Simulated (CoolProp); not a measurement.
1,2-dichloroethane at several states: density (kg/m³) from the reference equation and from simpler models built on Tc = 288.4 °C, pc = 5.226 MPa, ω = 0.269; each cubic takes its own stable root.

Model: reference Helmholtz-energy equation of state, Thol 2015, in CoolProp.

```csv
T (°C),p (MPa),phase,reference
100.65,0.0546,gas,1.762
-12.65,0.943,liquid,1299
128.25,0.211,gas,6.538
226.25,0.0102,gas,0.2433
```

Q: How far does each simpler model (van der Waals, Peng-Robinson) lie from the reference over these 4 states: mean and median of the absolute difference, and the worst?

A: 
- van der Waals: mean 11.3 %, median 1.1 %, worst -42.9 % at -12.65 °C and 0.943 MPa
- Peng-Robinson: mean 0.8 %, median 0.1 %, worst -2.8 % at -12.65 °C and 0.943 MPa
